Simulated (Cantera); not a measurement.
# Equilibrium for abatement and gas-phase synthesis: HBr + O2 + N2 + H2O

A closed system holds: 1 mol HBr, 0.35 mol O2, 6.7 mol N2, 4.2 mol H2O, held at 13.3 mbar.

Method: chemical equilibrium by Gibbs-energy minimisation in Cantera with the NASA 1993 tables (ideal gas, pure condensed phases). Candidate condensed phases: Br2, H2O; 27 gas species. The numbers say what is thermodynamically allowed, not how fast it happens.

From 1902 °C to 3102 °C nothing is condensed.

```csv
T (°C),x N2,x H,x H2O,x O,x H2,x Br,x OH,x O2,x HBr,x NO
1902,0.526,0.00617,0.332,0.00263,0.0213,0.0655,0.0129,0.0174,0.0131,0.00280
2002,0.517,0.0134,0.309,0.00539,0.0331,0.0662,0.0194,0.0210,0.0113,0.00382
2102,0.505,0.0265,0.277,0.0105,0.0472,0.0662,0.0277,0.0255,0.00953,0.00509
2202,0.488,0.0485,0.236,0.0192,0.0619,0.0654,0.0372,0.0301,0.00782,0.00655
2302,0.465,0.0818,0.187,0.0331,0.0744,0.0638,0.0464,0.0340,0.00620,0.00808
2402,0.437,0.128,0.136,0.0532,0.0815,0.0612,0.0531,0.0359,0.00473,0.00943
2502,0.407,0.184,0.0876,0.0793,0.0805,0.0581,0.0550,0.0347,0.00345,0.0104
2602,0.378,0.244,0.0493,0.109,0.0709,0.0548,0.0509,0.0302,0.00240,0.0107
2702,0.353,0.299,0.0241,0.138,0.0559,0.0519,0.0420,0.0236,0.00161,0.0104
2802,0.335,0.343,0.0105,0.163,0.0401,0.0496,0.0314,0.0168,0.00106,0.00961
2902,0.322,0.374,0.00420,0.182,0.0270,0.0481,0.0219,0.0111,0.000693,0.00858
3002,0.315,0.394,0.00163,0.195,0.0176,0.0471,0.0147,0.00704,0.000455,0.00750
3102,0.310,0.406,0.000630,0.204,0.0113,0.0465,0.00966,0.00438,0.000303,0.00648
```
x: gas mole fraction; nothing condenses.
